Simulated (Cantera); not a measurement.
Charge: 1 mol KOH, 0.43 mol C, 0.4 mol H2O, held at 973 K.

Method: chemical equilibrium by Gibbs-energy minimisation in Cantera with the NASA 1993 tables (ideal gas, pure condensed phases). Candidate condensed phases: C, C6H6, C7H8, C8H18, H2O, K, KOH, KO2, K2CO3, K2O, K2O2; 116 gas species. Kinetics and transport are ignored.

**Question.** Which condensed phases are stable at each of these points (P (Pa)): 10, 36, 130, 460, 1700, 6000, 22000, 77000, 280000, 1000000?

**Answer.** 
```
P (Pa)    condensed phases  K condensed (%)
-------  -----------------  ---------------
10                K2CO3(s)             67.3
36                K2CO3(s)             82.6
130               K2CO3(s)             85.8
460               K2CO3(s)             86.0
1700     KOH(l) + K2CO3(s)             88.7
6000     KOH(l) + K2CO3(s)             94.9
22000    KOH(l) + K2CO3(s)             96.5
77000    KOH(l) + K2CO3(s)             97.0
280000   KOH(l) + K2CO3(s)             99.1
1000000  KOH(l) + K2CO3(s)            100.0
```

From 0.0750 Torr to 3.45 Torr the condensed part is K2CO3(s). From 12.8 Torr to 7500 Torr the condensed part is KOH(l) + K2CO3(s).
